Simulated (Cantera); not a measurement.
Feed: 1 mol B2H6, 0.082 mol O2, 4.3 mol N2, held at 133 Pa.

Cantera equilibrium calculation (NASA polynomials, part measured and part estimated; ideal gas, pure solids and liquids). Candidate condensed phases: B, BN, B2O3, B3O3H3, H2O; 39 gas species. The feed counts by its element totals alone. N2 is the only nitrogen source here; it is nearly inert below about 1500 K, so the nitride shown seldom forms there in practice. Mutual solubility and eutectic melting of coexisting phases are not modelled. Kinetics and transport are ignored.

Problem. What share of the B ends up in condensed phases as a function of T (K), at 1323, 1373, 1423, 1473, 1523, 1573, 1623, 1673, 1723, 1773, 1823, 1873?

Solution. 
| T (K) | B condensed (%) | as |
|---|---|---|
| 1323 | 99.0 | BN(s) + B2O3(l) |
| 1373 | 97.9 | BN(s) + B2O3(l) |
| 1423 | 95.2 | BN(s) + B2O3(l) |
| 1473 | 94.5 | BN(s) |
| 1523 | 94.1 | BN(s) |
| 1573 | 93.5 | BN(s) |
| 1623 | 93.0 | BN(s) |
| 1673 | 92.5 | BN(s) |
| 1723 | 92.1 | BN(s) |
| 1773 | 92.0 | BN(s) |
| 1823 | 91.9 | BN(s) |
| 1873 | 91.8 | BN(s) |
